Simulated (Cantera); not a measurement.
A freely propagating, adiabatic, planar premixed flame of CO : H2 : CH4 : O2 : N2 = 1 : 0.039 : 0.55 : 1.08 : 3.45 (molar parts), unburnt at 675 K and 210000 Pa; mixture-averaged transport, grid criteria slope 0.08 and curve 0.16, no radiation.

Cantera simulation using GRI-Mech 3.0 (53 species, 325 reactions); the numbers are that mechanism's predictions, not measurements. Burning velocities carry a grid error of a few per cent, more on coarse grids.

Task: Predict: laminar burning velocity; thermal thickness; peak x(HO2); peak x(C2H6).

Result: 
```
Item                         Value
------------------------  --------
laminar burning velocity  194 cm/s
thermal thickness         0.132 mm
peak x(HO2)               0.000213
peak x(C2H6)              0.000991
```
